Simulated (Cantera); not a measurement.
An isothermal, constant-pressure homogeneous reactor starts with C2H6 : N2 = 1 : 15 (molar parts), at 1648 K and 278 Torr. Integrator tolerance rtol = 1e-08.

Computed with Cantera and GRI-Mech 3.0 (53 species, 325 reactions). GRI-Mech 3.0 stops at C3 and has no aromatics, soot or wall deposition, so with more carbon than oxygen in the feed, carbon stays in small species such as C2H2 where larger ones or solid carbon would form.

```csv
quantity,before,after
x(C2H6) at 4.00 s,3.40e-8 (gas-phase equilibrium 7.63e-9),5.10e-9 (gas-phase equilibrium 2.85e-11)
x(CH3) at 4.00 s,7.98e-6 (gas-phase equilibrium 3.44e-6),3.18e-6 (gas-phase equilibrium 2.10e-7)
x(H) at 4.00 s,4.86e-5 (gas-phase equilibrium 4.90e-5),2.27e-5 (gas-phase equilibrium 2.30e-5)
x(HCN) at 4.00 s,2.41e-6 (gas-phase equilibrium 0.0705),8.92e-6 (gas-phase equilibrium 0.0213)
x(C2H2) at 4.00 s,0.0550 (gas-phase equilibrium 0.0201),0.0121 (gas-phase equilibrium 0.00154)
x(H2) at 4.00 s,0.110 (gas-phase equilibrium 0.110),0.0241 (gas-phase equilibrium 0.0244)
```

**Question.** Name the change that produced these shifts.
(A) C2H6 1 to 5.8 parts
(B) C2H6 1 to 0.19 parts
(C) pressure from 278 Torr to 165 Torr
(D) N2 15 to 3.4 parts

**Answer.** B, C2H6 1 to 0.19 parts
